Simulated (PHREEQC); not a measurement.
Dissolve 0.064 mol KOH, 4.6e-05 mol H2SiF6 and 0.00037 mol Na2HPO4 per kg of water at 25 °C. Closed to the air; pH follows from the charge balance.

Model: ion-association model, wateq4f.dat, run in PHREEQC.

Q: The ionic strength comes out as 0.0658 mol/kgw. What activity coefficients do OH-, KHPO4-, HPO4-2, F-, H3SiO4- get?

A: OH- 0.79, KHPO4- 0.81, HPO4-2 0.43, F- 0.79, H3SiO4- 0.80.

Precipitation was switched off in this run. H3PO4, which wateq4f.dat lacks, is added to it with the constant of phreeqc.dat. SiF6-2 is the database's only silicon fluoride.
